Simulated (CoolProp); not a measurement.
Vapour-liquid equilibrium of propane (1) + n-pentane (2) at 223.1 K; x and y are mole fractions of (1).

Computed with CoolProp (multi-fluid Helmholtz-energy mixture model, Lemmon 2009 and Thol 2019; pair parameters Kunz 2012).

```
x     bubble pressure (MPa)  y at the bubble point  dew pressure at overall composition x (MPa)  liquid density (mol/L)
----  ---------------------  ---------------------  -------------------------------------------  ----------------------
0.05               0.006436                  0.799                                     0.001422                   9.686
0.15                0.01527                  0.923                                     0.001588                   9.920
0.25                0.02287                  0.953                                     0.001796                   10.21
0.35                0.02971                  0.968                                     0.002068                   10.54
0.45                0.03610                  0.977                                     0.002436                   10.91
0.55                0.04224                  0.983                                     0.002964                   11.33
0.65                0.04827                  0.988                                     0.003784                   11.77
0.75                0.05431                  0.992                                     0.005230                   12.24
0.85                0.06048                  0.995                                     0.008454                   12.71
0.95                0.06697                  0.998                                      0.02171                   13.17
```

No azeotrope shows between x = 0.05 and 0.95.

The pair parameters rest on a limited set of measurements; away from them the model extrapolates.
